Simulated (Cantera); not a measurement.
Feed: 1 mol TiCl₄, 2.7 mol O₂, 72 mol N₂, held at 1325 °C and 1330 Pa.

Equilibrium computed with Cantera from the NASA thermochemical tables; the gas is ideal and each condensed phase is pure. Candidate condensed phases: Ti, TiCl₂, TiCl₃, TiCl₄, TiN, TiO, TiO₂, Ti₂O₃, Ti₃O₅, Ti₄O₇; 21 gas species. Rates play no part.

Base state: N₂ 0.929, Cl 0.0467, O₂ 0.0216, Cl₂ 0.00246, NO 0.000668, O 1.80e-5, ClO 1.73e-5 (mole fractions); condensed: TiO₂(rutile).

Q: What changes in the equilibrium state with this change: N₂ from 72 to 42 mol?

A: 
```tsv
species	before	after
N₂	0.929	0.885
Cl	0.0467	0.0725
O₂	0.0216	0.0354
Cl₂	0.00246	0.00593
ClO	1.73e-5	3.44e-5
O	1.80e-5	2.31e-5
NO	0.000668	0.000836
TiO₂(rutile), mol	1.000	1.000
```
